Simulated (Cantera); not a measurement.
# Stirred combustor or abatement burner

A perfectly stirred reactor is fed with CH4 : O2 : N2 = 1 : 1.25 : 4.7 (molar parts), at 5.00 bar; it is adiabatic with a 373 K inlet, and is followed from long to short residence time, starting on the burning branch (τ in s: 0.026, 0.013, 0.0067, 0.0034, 0.0018, 0.00089, 0.00046, 0.00023, 0.00012, 6.1e-05, 3.1e-05, 1.6e-05, 8.1e-06).

Cantera simulation using GRI-Mech 3.0 (53 species, 325 reactions); the numbers are that mechanism's predictions, not measurements.

```json
[
 {"τ (s)": "0.026", "T (K)": "1917", "x CH4": "0.00621", "x O2": "0.000628", "x CH2O": "8.16e-6", "x C2H": "9.87e-8", "x O": "2.60e-7"},
 {"τ (s)": "0.013", "T (K)": "1919", "x CH4": "0.00757", "x O2": "0.00113", "x CH2O": "1.34e-5", "x C2H": "1.43e-7", "x O": "4.71e-7"},
 {"τ (s)": "0.0067", "T (K)": "1918", "x CH4": "0.00899", "x O2": "0.00197", "x CH2O": "2.16e-5", "x C2H": "1.90e-7", "x O": "8.44e-7"},
 {"τ (s)": "0.0034", "T (K)": "1909", "x CH4": "0.0106", "x O2": "0.00346", "x CH2O": "3.56e-5", "x C2H": "2.31e-7", "x O": "1.55e-6"},
 {"τ (s)": "0.0018", "T (K)": "1888", "x CH4": "0.0126", "x O2": "0.00598", "x CH2O": "5.88e-5", "x C2H": "2.47e-7", "x O": "2.75e-6"},
 {"τ (s)": "0.00089", "T (K)": "1832", "x CH4": "0.0164", "x O2": "0.0122", "x CH2O": "0.000119", "x C2H": "1.93e-7", "x O": "5.19e-6"},
 {"τ (s)": "0.00046", "T (K)": "373", "x CH4": "0.144", "x O2": "0.180", "x CH2O": "<1e-12", "x C2H": "<1e-12", "x O": "<1e-12"},
 {"τ (s)": "0.00023", "T (K)": "373", "x CH4": "0.144", "x O2": "0.180", "x CH2O": "<1e-12", "x C2H": "<1e-12", "x O": "<1e-12"},
 {"τ (s)": "0.00012", "T (K)": "373", "x CH4": "0.144", "x O2": "0.180", "x CH2O": "<1e-12", "x C2H": "<1e-12", "x O": "<1e-12"},
 {"τ (s)": "6.1e-5", "T (K)": "373", "x CH4": "0.144", "x O2": "0.180", "x CH2O": "<1e-12", "x C2H": "<1e-12", "x O": "<1e-12"},
 {"τ (s)": "3.1e-5", "T (K)": "373", "x CH4": "0.144", "x O2": "0.180", "x CH2O": "<1e-12", "x C2H": "<1e-12", "x O": "<1e-12"},
 {"τ (s)": "1.6e-5", "T (K)": "373", "x CH4": "0.144", "x O2": "0.180", "x CH2O": "<1e-12", "x C2H": "<1e-12", "x O": "<1e-12"},
 {"τ (s)": "8.1e-6", "T (K)": "373", "x CH4": "0.144", "x O2": "0.180", "x CH2O": "<1e-12", "x C2H": "<1e-12", "x O": "<1e-12"}
]
```
x: mole fraction; the columns are a selection and need not sum to one.
